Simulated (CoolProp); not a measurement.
Model: reference Helmholtz-energy equation of state, Gao 2022, in CoolProp.

**Question.** Give the vapour pressure (MPa), enthalpy of vaporisation (kJ/kg), vapour Z of saturated n-perfluorohexane at 271.9, 283.6, 301.1 K.

**Answer.** 
| T (K) | p (MPa) | enthalpy of vaporisation (kJ/kg) | vapour Z |
|---|---|---|---|
| 271.9 | 0.00807 | 99.7 | 0.991 |
| 283.6 | 0.0149 | 96.8 | 0.985 |
| 301.1 | 0.0334 | 92.4 | 0.973 |
